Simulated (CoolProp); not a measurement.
Vapour-liquid equilibrium of CH2F2 (R32) (1) + fluoroethane (R161) (2) at 27.75 °C; x and y are mole fractions of (1).

Computed with CoolProp (multi-fluid Helmholtz-energy mixture model, Tillner-Roth 1997 and Wu 2012; pair parameters Bell 2016).

### Question
Give the bubble pressure and the first vapour's composition at x = 0.05, 0.55, 0.95. Is there an azeotrope?

### Answer
x = 0.05: 1046 kPa, y = 0.086; x = 0.55: 1469 kPa, y = 0.651; x = 0.95: 1778 kPa, y = 0.965. No azeotrope shows between x = 0.05 and 0.95.

The pair parameters rest on a limited set of measurements; away from them the model extrapolates.
